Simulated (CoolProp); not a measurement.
Vapour-liquid equilibrium of n-heptane (1) + ethylbenzene (2) at 0.136 MPa; x and y are mole fractions of (1).

Values from CoolProp's multi-fluid Helmholtz-energy mixture model, Span 2003 and Zhou 2012; pair parameters Bell 2016.

Problem. Give the bubble temperature and the first vapour's composition at x = 0.45, 0.65, 0.85. Is there an azeotrope?

Solution. x = 0.45: 395.9 K, y = 0.690; x = 0.65: 389.9 K, y = 0.822; x = 0.85: 385.1 K, y = 0.928. No azeotrope shows between x = 0.05 and 0.95.

Pair parameters are fitted to limited data, so mixtures are less certain than the pure fluids.
